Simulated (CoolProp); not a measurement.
Aqueous propylene glycol as a coolant, 6 % by mass, freezing at -1.5 °C, 1 atm.

Computed with CoolProp (Melinder's fits for secondary coolants).

| T (°C) | density (kg/m³) | viscosity (mPa s) | Prandtl number | conductivity (W/(m K)) |
|---|---|---|---|---|
| 3.5 | 1005 | 2.06 | 15.7 | 0.540 |
| 9.7 | 1005 | 1.68 | 12.6 | 0.550 |
| 15.9 | 1004 | 1.40 | 10.3 | 0.559 |
| 22.1 | 1003 | 1.18 | 8.57 | 0.569 |
| 28.3 | 1001 | 1.02 | 7.25 | 0.577 |
| 34.6 | 998.7 | 0.881 | 6.21 | 0.586 |
